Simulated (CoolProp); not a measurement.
Saturation properties of ethylene (Tc = 9.2 °C, pc = 5.042 MPa, ω = 0.087).

The numbers come from the reference Helmholtz-energy equation of state, Smukala 2000 in CoolProp.

```json
[
 {"T (°C)": "-71.65", "p (MPa)": "0.4841", "vapour density (kg/m³)": "9.002", "enthalpy of vaporisation (kJ/kg)": "429.6", "liquid cp (kJ/(kg K))": "2.538", "surface tension (mN/m)": "11.0"},
 {"T (°C)": "-67.85", "p (MPa)": "0.5627", "vapour density (kg/m³)": "10.39", "enthalpy of vaporisation (kJ/kg)": "422.3", "liquid cp (kJ/(kg K))": "2.564", "surface tension (mN/m)": "[?]"},
 {"T (°C)": "-64.15", "p (MPa)": "0.6478", "vapour density (kg/m³)": "11.91", "enthalpy of vaporisation (kJ/kg)": "414.9", "liquid cp (kJ/(kg K))": "[?]", "surface tension (mN/m)": "9.85"},
 {"T (°C)": "-60.35", "p (MPa)": "0.7446", "vapour density (kg/m³)": "13.63", "enthalpy of vaporisation (kJ/kg)": "407.0", "liquid cp (kJ/(kg K))": "[?]", "surface tension (mN/m)": "9.26"},
 {"T (°C)": "-56.55", "p (MPa)": "0.8517", "vapour density (kg/m³)": "15.55", "enthalpy of vaporisation (kJ/kg)": "398.7", "liquid cp (kJ/(kg K))": "2.663", "surface tension (mN/m)": "8.67"},
 {"T (°C)": "-52.85", "p (MPa)": "0.9663", "vapour density (kg/m³)": "17.63", "enthalpy of vaporisation (kJ/kg)": "390.3", "liquid cp (kJ/(kg K))": "2.704", "surface tension (mN/m)": "8.10"},
 {"T (°C)": "-49.05", "p (MPa)": "1.095", "vapour density (kg/m³)": "19.99", "enthalpy of vaporisation (kJ/kg)": "381.3", "liquid cp (kJ/(kg K))": "2.752", "surface tension (mN/m)": "7.52"},
 {"T (°C)": "-45.25", "p (MPa)": "1.236", "vapour density (kg/m³)": "22.61", "enthalpy of vaporisation (kJ/kg)": "371.8", "liquid cp (kJ/(kg K))": "[?]", "surface tension (mN/m)": "[?]"},
 {"T (°C)": "-41.55", "p (MPa)": "1.386", "vapour density (kg/m³)": "25.44", "enthalpy of vaporisation (kJ/kg)": "[?]", "liquid cp (kJ/(kg K))": "2.867", "surface tension (mN/m)": "6.40"},
 {"T (°C)": "-37.75", "p (MPa)": "[?]", "vapour density (kg/m³)": "28.67", "enthalpy of vaporisation (kJ/kg)": "351.5", "liquid cp (kJ/(kg K))": "2.939", "surface tension (mN/m)": "5.85"},
 {"T (°C)": "-34.05", "p (MPa)": "1.728", "vapour density (kg/m³)": "32.16", "enthalpy of vaporisation (kJ/kg)": "340.6", "liquid cp (kJ/(kg K))": "3.021", "surface tension (mN/m)": "5.31"},
 {"T (°C)": "-30.25", "p (MPa)": "1.923", "vapour density (kg/m³)": "36.16", "enthalpy of vaporisation (kJ/kg)": "328.7", "liquid cp (kJ/(kg K))": "3.120", "surface tension (mN/m)": "[?]"}
]
```

Task: Complete the blanks.

Result: 
- -67.85, surface tension (mN/m): 10.4
- -64.15, liquid cp (kJ/(kg K)): 2.592
- -60.35, liquid cp (kJ/(kg K)): 2.625
- -45.25, liquid cp (kJ/(kg K)): 2.806
- -45.25, surface tension (mN/m): 6.95
- -41.55, enthalpy of vaporisation (kJ/kg): 362.0
- -37.75, p (MPa): 1.552
- -30.25, surface tension (mN/m): 4.77

It boils at -103.8 °C under 1 atm.

Surface tension comes from a separate correlation (Mulero 2012).
